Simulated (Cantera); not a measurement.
Charge: 1 mol MgO, 1.6 mol SO₃, 3.4 mol H₂O, at 677 °C and 13.3 mbar.

Method: chemical equilibrium by Gibbs-energy minimisation in Cantera with the NASA 1993 tables (ideal gas, pure condensed phases). Candidate condensed phases: H₂O, H₂SO₄, Mg, MgO, Mg(OH)₂, MgS, MgSO₄, S; 26 gas species. Rates play no part.

Question: What is the equilibrium state?

Answer: 
| Item | Value |
|---|---|
| x(H₂O) | 0.796 |
| x(SO₂) | 0.128 |
| x(O₂) | 0.0639 |
| x(SO₃) | 0.0125 |
| x(H₂SO₄) | 1.01e-6 |
| n(MgSO₄(s)) | 1.00 mol |
| gas amount | 4.273 mol |
| log10 activity of H₂SO₄(l) (absent) | -9.23 |
| log10 activity of S(l) (absent) | -15.99 |
| log10 activity of Mg(l) (absent) | -28.17 |
